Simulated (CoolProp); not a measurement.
Model: reference Helmholtz-energy equation of state, McLinden 2015, in CoolProp.

**Question.** Give the vapour pressure (bar), vapour density (kg/m³), enthalpy of vaporisation (kJ/kg), liquid cp (kJ/(kg K)) of saturated the fluoroketone C6F12O (FK-5-1-12) at 355.4, 367.9 K.

**Answer.** 
```json
[
 {"T (K)": "355.4", "p (bar)": "2.82", "vapour density (kg/m³)": "34.8", "enthalpy of vaporisation (kJ/kg)": "77.2", "liquid cp (kJ/(kg K))": "1.16"},
 {"T (K)": "367.9", "p (bar)": "3.92", "vapour density (kg/m³)": "48.7", "enthalpy of vaporisation (kJ/kg)": "72.5", "liquid cp (kJ/(kg K))": "1.19"}
]
```
